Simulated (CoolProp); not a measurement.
The numbers come from the reference Helmholtz-energy equation of state, Lemmon 2006 in CoolProp. It is a short technical equation, of lower accuracy than the large ones.

**Question.** Give the vapour pressure (MPa), enthalpy of vaporisation (kJ/kg), vapour Z, surface tension (mN/m) of saturated C3F8 (R218) at -98.75 °C.

**Answer.** 
```tsv
T (°C)	p (MPa)	enthalpy of vaporisation (kJ/kg)	vapour Z	surface tension (mN/m)
-98.75	0.00178	125	0.997	18.3
```

Surface tension comes from a separate correlation (Mulero 2012).
